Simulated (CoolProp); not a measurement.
Vapour-liquid equilibrium of R143a (1) + propane (2) at -76.15 °C; x and y are mole fractions of (1).

Computed with CoolProp (multi-fluid Helmholtz-energy mixture model, Lemmon and Jacobsen 2000 and Lemmon 2009; pair parameters Bell 2016).

Question: Give the bubble pressure and the first vapour's composition at x = 0.05, 0.5, 0.95. Is there an azeotrope?

Answer: x = 0.05: 22.16 kPa, y = 0.275; x = 0.5: 29.85 kPa, y = 0.534; x = 0.95: 23.71 kPa, y = 0.820. y crosses x between x = 0.5 and 0.65: the model has an azeotrope there.

The pair parameters rest on a limited set of measurements; away from them the model extrapolates. With so large a gap from Raoult's law the liquid may split in two, which this calculation doesn't test in full.
